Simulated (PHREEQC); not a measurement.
0.055 g of hydrous ferric oxide (600 m²/g; 0.2 weak and 0.005 strong sites per Fe, Dzombak-Morel constants, diffuse double layer) in 1 kg of water with 0.3 mol/kgw of an inert sodium salt and 4.3e-05 mol MnCl2, 2.2e-05 mol NaF and 3.6e-05 mol Na2HAsO4, at 25 °C; the pH is set by adding NaOH or the inert anion's acid. The system is closed to oxygen. The system is closed to CO2. No solid was allowed to form.

The numbers come from PHREEQC with the ion-association model, wateq4f.dat.

```
pH     Mn sorbed (%)  F sorbed (%)  As sorbed (%)  surface charge σ (C/m²)  surface potential ψ (mV)
-----  -------------  ------------  -------------  -----------------------  ------------------------
4                0.0           5.8           99.9                    0.216                        99
4.67             0.0           4.3           99.9                    0.175                        89
5.33             0.1           2.7           99.9                    0.128                        74
6                1.1           1.2           99.8                    0.077                        52
6.67             6.0           0.4           99.4                    0.031                        24
7.33            15.3           0.1           96.4                   -0.008                        -6
8               59.1           0.0           83.2                   -0.040                       -30
8.67            92.9           0.0           70.5                   -0.067                       -47
9.33            99.0           0.0           65.0                   -0.096                       -61
10              99.8           0.0           59.1                   -0.128                       -74
10.67           99.9           0.0           48.4                   -0.158                       -84
11.33           99.9           0.0           33.2                   -0.167                       -86
12              99.5           0.0           18.8                   -0.155                       -82
```

Along this series the solution becomes supersaturated in solids that the run did not let form, among them Pyrochroite. Species that the database lacks are ignored. The database has no arsenate complexes of Mn.
